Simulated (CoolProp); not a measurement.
2000 sccm (0 °C, 1 atm) of nitrogen bubbles through liquid toluene at 309.4 K and leaves saturated at a total pressure of 0.15 MPa (ideal gas phase). Each further row changes one setting.

Computed with CoolProp (reference Helmholtz-energy equation of state, Lemmon 2006). It is a short technical equation, of lower accuracy than the large ones.

| case | vapour pressure (kPa) | mole fraction of vapour | delivery (mg/min) | delivery (sccm) | change of delivery for a bath 1 K warmer (%) |
|---|---|---|---|---|---|
| as stated | 6.63 | 0.0442 | 380 | 92.4 | 5.1 |
| bath temperature 314.4 K | 8.36 | 0.0557 | 485 | 118 | 4.9 |
| total pressure 0.3 MPa | 6.63 | 0.0221 | 186 | 45.2 | 4.9 |
